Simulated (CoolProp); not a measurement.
Vapour-liquid equilibrium of acetone (1) + benzene (2) at 85.25 °C; x and y are mole fractions of (1).

The numbers come from the multi-fluid Helmholtz-energy mixture model, Lemmon 2006 and Thol 2012; pair parameters Bell 2016 in CoolProp.

```
x      bubble pressure (MPa)  y at the bubble point  dew pressure at overall composition x (MPa)  liquid density (mol/L)
-----  ---------------------  ---------------------  -------------------------------------------  ----------------------
0.05                  0.1294                  0.125                                       0.1227                   10.41
0.125                 0.1439                  0.268                                       0.1294                   10.52
0.2                   0.1568                  0.376                                       0.1367                   10.64
0.275                 0.1685                  0.465                                       0.1448                   10.76
0.35                  0.1791                  0.539                                       0.1536                   10.89
0.425                 0.1889                  0.604                                       0.1631                   11.02
0.5                   0.1981                  0.664                                       0.1734                   11.16
0.575                 0.2068                  0.718                                       0.1844                   11.31
0.65                  0.2152                  0.770                                       0.1960                   11.46
0.725                 0.2231                  0.820                                       0.2079                   11.62
0.8                   0.2309                  0.870                                       0.2199                   11.79
0.875                 0.2384                  0.918                                       0.2317                   11.96
0.95                  0.2457                  0.967                                       0.2431                   12.15
```

No azeotrope shows between x = 0.05 and 0.95.

Pair parameters are fitted to limited data, so mixtures are less certain than the pure fluids.
